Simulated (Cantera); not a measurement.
A perfectly stirred reactor is fed with 11.0 % H₂, 22.8 % O₂, 66.2 % N₂, at 0.237 atm; it is held at 1200 K, and followed from long to short residence time.

Computed with Cantera and the H2/O2 subset of GRI-Mech 3.0, which has no nitrogen chemistry. The temperature is held fixed by assumption; the heat of reaction is taken as removed at once.

**Question.** Predict: x(H₂) at τ = 7.70 s; x(O₂) at τ = 7.70 s; x(H₂O₂) at τ = 7.70 s; x(H) at τ = 7.70 s; x(O) at τ = 7.70 s; x(H₂) at τ = 57.0 ms; x(O₂) at τ = 57.0 ms; x(H₂O₂) at τ = 57.0 ms; x(H) at τ = 57.0 ms; x(O) at τ = 57.0 ms.

**Answer.** 
```
Property                   Value
----------------------  --------
x(H₂) at τ = 7.70 s      2.91e-5
x(O₂) at τ = 7.70 s        0.184
x(H₂O₂) at τ = 7.70 s    1.60e-7
x(H) at τ = 7.70 s       7.23e-7
x(O) at τ = 7.70 s       1.58e-5
x(H₂) at τ = 57.0 ms    0.000698
x(O₂) at τ = 57.0 ms       0.183
x(H₂O₂) at τ = 57.0 ms   1.08e-6
x(H) at τ = 57.0 ms      9.96e-5
x(O) at τ = 57.0 ms     0.000435
```
